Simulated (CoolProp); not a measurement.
R134a at 293.15 K and 0.233 MPa flows at 6.9 m/s in a round tube of 6 mm bore and 0.25 µm roughness, fully developed (64/Re and Nu = 3.66 if laminar; Colebrook and Gnielinski if turbulent). Each further row changes one setting.

Model: reference Helmholtz-energy equation of state, Tillner-Roth 1994, in CoolProp.

```tsv
case	Reynolds number	Darcy friction factor	pressure drop (Pa/m)	heat-transfer coefficient (W/(m² K))	mass flow (kg/h)
as stated	36800	0.0225	…	…	7.22
velocity 13.8 m/s	73500	…	…	328	14.4
diameter 12 mm	73500	0.0193	394	163	28.9
```

Q: What belongs in the gaps?

A: 
- as stated, pressure drop (Pa/m): 919
- as stated, heat-transfer coefficient (W/(m² K)): 190
- velocity 13.8 m/s, Darcy friction factor: 0.0194
- velocity 13.8 m/s, pressure drop (Pa/m): 3160

Viscosity comes from a separate model (Huber 2003), an estimate that may be off by 10 % or more. Thermal conductivity comes from a separate model (McLinden 2000), an estimate that may be off by 10 % or more.
